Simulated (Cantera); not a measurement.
A closed system holds: 1 mol Si, 1.7 mol Cl2, 6.8 mol H2, equilibrated at 1225 K and 10000 Pa.

Method: chemical equilibrium by Gibbs-energy minimisation in Cantera with the NASA 1993 tables (ideal gas, pure condensed phases). Candidate condensed phases: Si; 19 gas species. The tables' values for SiCl3 are old estimates; treat these amounts as uncertain. Rates play no part.

Base state: H2 0.815, HCl 0.0793, SiCl4 0.0563, SiCl2 0.0188, SiHCl3 0.0180, SiCl3 0.0116, SiH2Cl2 0.000773 (mole fractions); condensed: Si(s).

Problem. What changes in the equilibrium state with this change: 0.23 mol O2 added?

Solution. 
| species | before | after |
|---|---|---|
| H2 | 0.815 | 0.808 |
| HCl | 0.0793 | 0.0944 |
| SiCl4 | 0.0563 | 0.0581 |
| SiCl2 | 0.0188 | 0.0136 |
| SiHCl3 | 0.0180 | 0.0155 |
| SiCl3 | 0.0116 | 0.00999 |
| SiH2Cl2 | 0.000773 | 0.000553 |
| Si(s), mol | 0.171 | 0 |
| SiO2(β-quartz), mol | 0 | 0.230 |
The tables hold silica as quartz up to 1696 K and as liquid above; real silica turns to tridymite and cristobalite and melts near 1996 K. Further candidate phases: H2O, SiO2.
